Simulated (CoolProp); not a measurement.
Vapour-liquid equilibrium of n-hexane (1) + dimethyl carbonate (2) at 0.2 MPa; x and y are mole fractions of (1).

Values from CoolProp's multi-fluid Helmholtz-energy mixture model, Thol 2019 and Zhou 2011; pair parameters Bell 2016.

Give the bubble temperature and the first vapour's composition at x = 0.05, 0.65, 0.8. Is there an azeotrope?

x = 0.05: 105.5 °C, y = 0.221; x = 0.65: 88.7 °C, y = 0.690; x = 0.8: 88.8 °C, y = 0.771. y crosses x between x = 0.65 and 0.8: the model has an azeotrope there.

The pair parameters rest on a limited set of measurements; away from them the model extrapolates.
